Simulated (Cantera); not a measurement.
Input (Python, Cantera) and output of one run.

```python
import numpy as np
import cantera as ct

gas_names = """
    H HO2 H2 H2O H2O2 O OH O2 O3 Pb PbO Pb2
""".split()
cond_names = """
    H2O(s) H2O(L) Pb(cr) Pb(L) PbO(rd) PbO(yw) PbO(L) PbO2(s) Pb3O4(s)
""".split()


def load(file, names, dense=False):
    # The tables refer to 1 bar. Condensed volumes are neglected.
    table = {s.name: s for s in ct.Species.list_from_file(file)}
    out = []
    for n in names:
        d = dict(table[n].input_data)
        d["thermo"] = dict(d["thermo"], **{"reference-pressure": 1e5})
        if dense:
            d["equation-of-state"] = {"model": "constant-volume", "density": "1e6 g/cm^3"}
        out.append(ct.Species.from_dict(d))
    return out


gas = ct.Solution(thermo="ideal-gas", species=load("nasa_gas.yaml", gas_names))
cond = {s.name: ct.Solution(thermo="fixed-stoichiometry", species=[s], name=s.name)
        for s in load("nasa_condensed.yaml", cond_names, dense=True)}
atoms = {
    'PbO': {'Pb': 1, 'O': 1},
    'O2': {'O': 2},
    'H2': {'H': 2},
}
top_T = {'Pb3O4(s)': 820}  # K; cautious upper limits of use, not melting points


def equilibrate(T, P, feed):
    n = {}
    for name, mol in feed.items():
        for a, k in atoms[name].items():
            n[a] = n.get(a, 0.0) + k * mol
    gas.TPX = T, P, n
    mass = sum(n.values()) * gas.mean_molecular_weight
    gas.equilibrate("TP")
    valid = [c for c in cond.values() if c.min_temp <= T <= top_T.get(c.name, c.max_temp)]
    mix = ct.Mixture([(gas, mass / gas.mean_molecular_weight)] + [(c, 0.0) for c in valid])
    mix.T, mix.P = T, P
    mix.equilibrate("TP", solver="vcs", rtol=1e-11, max_steps=5000)
    return mix


results = []
feed = {'PbO': 1, 'O2': 0.16, 'H2': 0.75}  # mol
T = 800  # K
P = 46000  # Pa
mix = equilibrate(T, P, feed)
results.append((T, P, feed, dict(zip(mix.species_names, mix.species_moles))))
x = sorted(zip(gas.X, gas.species_names), reverse=True)
print(f"T = {T:g} K  P = {P:g} Pa  gas = {mix.phase_moles(0):.4g} mol")
print("   x: " + "  ".join(f"{s} {v:.3e}" for v, s in x if v > 0.0001))
print("   condensed (mol): " + ("  ".join(f"{mix.phase(i).name} {mix.phase_moles(i):.4g}"
      for i in range(1, mix.n_phases) if mix.phase_moles(i) > 1e-12) or "none"))
```

It prints:

```
T = 800 K  P = 46000 Pa  gas = 0.75 mol
   x: H2O 9.999e-01
   condensed (mol): Pb(L) 0.43  PbO(yw) 0.57
```

Cantera equilibrium calculation (NASA polynomials, part measured and part estimated; ideal gas, pure solids and liquids).
